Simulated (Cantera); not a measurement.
**Equilibrium for carbon deposition, reforming and gasification: C₃H₆ + NH₃ + H₂**

Input: 1 mol C₃H₆, 1 mol NH₃, 16 mol H₂, equilibrated at 802 °C.

Method: chemical equilibrium by Gibbs-energy minimisation in Cantera with the NASA 1993 tables (ideal gas, pure condensed phases). Candidate condensed phases: C, C₆H₆, C₇H₈, C₈H₁₈; 92 gas species. The ideal-gas law is rough above about 30 bar. Equilibrium is a limit: real reactors are often held back by kinetics, nucleation or transport.

```
P (Pa)    log p H₂  log p CH₄  log p N₂  log p NH₃  log p C₂H₆  log p C₂H₄  n C(graphite)
--------  --------  ---------  --------  ---------  ----------  ----------  -------------
10           -4.01      -9.37     -5.62     -12.26        <-16      -14.11           3.00
160          -2.81      -6.96     -4.42      -9.86      -14.60      -11.70           3.00
2500         -1.61      -4.57     -3.22      -7.47      -11.02       -9.32           2.98
40000        -0.42      -2.18     -2.01      -5.07       -7.43       -6.92           2.66
630000        0.71       0.02     -0.76      -2.76       -4.15       -4.77              0
10000000      1.90       1.22      0.41      -0.37       -2.94       -4.76              0
```
log p: log10 of the partial pressure in bar; n: condensed amount in mol.

From 10.0 Pa to 0.400 bar the condensed part is C(graphite). From 6.30 bar to 100 bar nothing is condensed. The main C-bearing gas is CH₄ throughout.
